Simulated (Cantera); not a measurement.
Feed: 1 mol Al(CH3)3, 1.8 mol N2O, 5.9 mol N2, held at 1600 °C and 4.30 mbar.

Cantera equilibrium calculation (NASA polynomials, part measured and part estimated; ideal gas, pure solids and liquids). Candidate condensed phases: Al, AlN, Al2O3, C, C6H6, C7H8, C8H18, H2O; 148 gas species. The feed counts by its element totals alone. The numbers say what is thermodynamically allowed, not how fast it happens.

Q: What is the equilibrium state?

A: 
- x(N2): 0.528
- x(H2): 0.324
- x(CO): 0.131
- x(Al): 0.00763
- x(H): 0.00560
- x(HCN): 0.00357
- x(HNC): 0.000159
- x(AlH): 0.000107
- x(C2H2 (acetylene)): 0.000101
- n(AlN(s)): 0.893 mol
- n(C(graphite)): 1.15 mol
- gas amount: 13.70 mol
- log10 activity of Al(l) (absent): -1.73
